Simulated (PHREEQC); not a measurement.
# Silver or lead bath with copper plating or etch bath

Solution A (0.0072 mol/kgw PbCl2, 4e-05 mol/kgw KNO3 and 3.6e-05 mol/kgw Cu(NO3)2) is mixed with solution B (0.0048 mol/kgw CuCl2, 0.00081 mol/kgw H2SO4 and 0.24 mol/kgw KCl) at 25 °C; shares are by mass of water, 1 kg in all. Oxygen is held at 0.21 atm. No CO2 enters from the air. The run lets Cu(OH)2, Brochantite, Antlerite, Atacamite, Cu2(OH)3NO3, Litharge, Anglesite, Cotunnite, Laurionite, Larnakite, Chalcanthite precipitate or redissolve, and no other solid.

All values are PHREEQC results (ion-association model, wateq4f.dat), not measurements.

**Question.** Predict pH at share of solution B = 0.2, 0.55, 0.65.

**Answer.** 
```json
[
 {"share of solution B": "0.2", "pH": "3.56"},
 {"share of solution B": "0.55", "pH": "3.14"},
 {"share of solution B": "0.65", "pH": "3.08"}
]
```
